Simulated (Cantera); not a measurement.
A closed system holds: 1 mol Si2Cl6, 17 mol NH3, 100 mol H2, held at 1223 K and 0.0100 bar.

Method: chemical equilibrium by Gibbs-energy minimisation in Cantera with the NASA 1993 tables (ideal gas, pure condensed phases). Candidate condensed phases: NH4Cl, Si, Si3N4; 28 gas species. The feed counts by its element totals alone. The numbers say what is thermodynamically allowed, not how fast it happens.

Base state: H2 0.903, N2 0.0528, HCl 0.0442, SiCl2 1.20e-5 (mole fractions); condensed: Si3N4(s).

Q: What changes in the equilibrium state with this change: NH3 from 17 to 0.16 mol?

A: 
```csv
species,before,after
H2,0.903,0.950
HCl,0.0442,0.0441
SiCl2,1.20e-5,0.00499
N2,0.0528,5.74e-6
SiH2Cl2,5.59e-8,2.45e-5
SiHCl3,6.65e-7,0.000276
SiCl3,1.26e-6,0.000510
SiCl4,1.05e-6,0.000416
"Si3N4(s), mol",0.666,0.0397
"Si(s), mol",0,1.24
```
Mutual solubility and eutectic melting of coexisting phases are not modelled. The tables' values for SiCl3 are old estimates; treat these amounts as uncertain.
